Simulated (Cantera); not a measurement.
Feed: 1 mol ZrO2, 2700 mol H2, 0.59 mol H2O, held at 1827 °C and 0.00200 bar.

Cantera equilibrium calculation (NASA polynomials, part measured and part estimated; ideal gas, pure solids and liquids). Kinetics and transport are ignored.

```
species                  before     after
---------------------  --------  --------
H2                        0.933     0.489
H2O                    0.000211     0.457
H                        0.0673    0.0487
O2                        <1e-9  0.000153
O                       9.32e-8  0.000385
OH                      1.81e-6   0.00542
ZrO2(tetragonal), mol     0.995      1.00
```
Gas species are given as mole fractions.

Task: What was changed between the two runs?
A) H2 from 2700 to 0.65 mol
B) pressure from 0.00200 bar to 2.40 bar
C) pressure from 0.00200 bar to 0.00960 bar
D) temperature from 1827 °C to 1175 °C

Result: A, H2 from 2700 to 0.65 mol
